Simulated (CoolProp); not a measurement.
Saturation properties of propylene (Tc = 91.1 °C, pc = 4.555 MPa, ω = 0.146).

Computed with CoolProp (reference Helmholtz-energy equation of state, Lemmon 2013).

```json
[
 {"T (°C)": "-79.45", "p (MPa)": "0.01810", "vapour density (kg/m³)": "0.4777", "enthalpy of vaporisation (kJ/kg)": "472.1"},
 {"T (°C)": "-69.75", "p (MPa)": "0.03266", "vapour density (kg/m³)": "0.8258", "enthalpy of vaporisation (kJ/kg)": "462.3"},
 {"T (°C)": "-60.05", "p (MPa)": "0.05545", "vapour density (kg/m³)": "1.348", "enthalpy of vaporisation (kJ/kg)": "452.3"},
 {"T (°C)": "-50.35", "p (MPa)": "0.08934", "vapour density (kg/m³)": "2.099", "enthalpy of vaporisation (kJ/kg)": "441.9"},
 {"T (°C)": "-40.75", "p (MPa)": "0.1371", "vapour density (kg/m³)": "3.124", "enthalpy of vaporisation (kJ/kg)": "431.1"},
 {"T (°C)": "-31.05", "p (MPa)": "0.2032", "vapour density (kg/m³)": "4.513", "enthalpy of vaporisation (kJ/kg)": "419.7"},
 {"T (°C)": "-21.35", "p (MPa)": "0.2914", "vapour density (kg/m³)": "6.335", "enthalpy of vaporisation (kJ/kg)": "407.5"},
 {"T (°C)": "-11.65", "p (MPa)": "0.4058", "vapour density (kg/m³)": "8.677", "enthalpy of vaporisation (kJ/kg)": "394.5"},
 {"T (°C)": "-1.95", "p (MPa)": "0.5508", "vapour density (kg/m³)": "11.65", "enthalpy of vaporisation (kJ/kg)": "380.5"},
 {"T (°C)": "7.75", "p (MPa)": "0.7312", "vapour density (kg/m³)": "15.37", "enthalpy of vaporisation (kJ/kg)": "365.4"},
 {"T (°C)": "17.35", "p (MPa)": "0.9493", "vapour density (kg/m³)": "19.95", "enthalpy of vaporisation (kJ/kg)": "349.1"},
 {"T (°C)": "27.05", "p (MPa)": "1.215", "vapour density (kg/m³)": "25.70", "enthalpy of vaporisation (kJ/kg)": "330.9"},
 {"T (°C)": "36.75", "p (MPa)": "1.530", "vapour density (kg/m³)": "32.87", "enthalpy of vaporisation (kJ/kg)": "310.7"},
 {"T (°C)": "46.45", "p (MPa)": "1.902", "vapour density (kg/m³)": "41.89", "enthalpy of vaporisation (kJ/kg)": "287.8"}
]
```

It boils at -47.6 °C under 1 atm.
